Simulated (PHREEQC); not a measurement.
A column of 1 m (40 cells, dispersivity 0.035 m, 60 s a shift, diffusion coefficient 3e-10 m²/s) holds 0.022 eq of the database's cation exchanger X per kg of pore water, first in equilibrium with 0.00038 mol (NH4)2SO4 and 1e-05 mol HCl per kg of water. It is flushed with 0.046 mol KCl, 0.0021 mol MgSO4 and 1e-05 mol HCl per kg of water, at 40 °C. Values are for the last cell. CO2 from the air is kept out. Precipitation was switched off in this run.

The series has 31 steps of pore volumes, from 0 to 3.013.

Equilibrium calculation in PHREEQC: ion-association model, phreeqc.dat.

Q: After how many pore volumes does K at the outlet first reach half of its feed value?

A: By 1.4 pore volumes.

Q: After how many pore volumes does Mg at the outlet first reach half of its feed value?

A: By 1.7 pore volumes.

Away from 25 °C the constants follow the database's enthalpies or fits; those with neither stay at their 25 °C values.
